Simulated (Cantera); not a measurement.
A closed system holds: 1 mol Cu, 1.2 mol F2, 1.5 mol N2, equilibrated at 0.0640 bar.

These are equilibrium values from Cantera (NASA tables, ideal gas, pure condensed phases), not measurements of a reactor. Candidate condensed phases: Cu, CuF2; 11 gas species. The numbers say what is thermodynamically allowed, not how fast it happens.

x: gas mole fraction; n: condensed amount in mol.

```csv
T (°C),x N2,x CuF2,x F,x F2,x NF3,x CuF,n CuF2(s),n CuF2(l)
450,0.905,1.30e-9,0.00162,0.0331,0.0605,<1e-12,1.00,0
525,0.889,7.65e-8,0.00877,0.0757,0.0268,<1e-12,1.00,0
600,0.873,2.16e-6,0.0280,0.0928,0.00665,<1e-12,1.000,0
675,0.855,3.52e-5,0.0638,0.0802,0.00129,<1e-12,1.000,0
750,0.832,___,___,___,___,<1e-12,0.999,0
825,0.810,0.00278,0.159,0.0285,2.84e-5,7.63e-11,0.995,0
900,0.790,0.0114,0.186,0.0123,3.24e-6,2.82e-9,0,0.978
975,0.764,0.0366,0.194,0.00481,3.57e-7,6.92e-8,0,0.928
1050,0.711,___,0.186,___,___,___,0,___
1125,0.595,0.247,0.157,0.000567,3.44e-9,1.88e-5,0,0.377
1200,0.517,0.345,0.138,0.000209,4.14e-10,0.000131,0,0
```

Q: Some entries are withheld; supply them.

A: 
- 1050, x CuF2: 0.101
- 1050, x F2: 0.00178
- 1050, x NF3: 3.88e-8
- 1050, x CuF: 1.26e-6
- 1050, n CuF2(l): 0.786
- 750, x CuF2: 0.000371
- 750, x F: 0.113
- 750, x F2: 0.0542
- 750, x NF3: 0.000212
